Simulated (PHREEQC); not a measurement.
Dissolve 12 mmol/kgw KHCO3 and 0.78 mmol/kgw NH4HCO3 at 20 °C. Closed to the air; pH follows from the charge balance.

Computed with PHREEQC (ion-association model, phreeqc.dat).

```json
{
  "pH": "8.21",
  "ionic_strength": "0.0129 mol/kgw",
  "specific_conductance": "1240 µS/cm",
  "total_alkalinity": "12.8 meq/kg"
}
```

```csv
species,molality,activity,log γ
HCO3-,0.0125,0.0112,-0.048
K+,0.0120,0.0107,-0.051
NH4+,0.000737,0.000654,-0.052
CO2,0.000164,0.000164,0.001
CO3-2,0.000120,7.74e-5,-0.191
NH3,4.25e-5,4.27e-5,0.001
```

Precipitation was switched off in this run. Species that the database lacks are ignored.
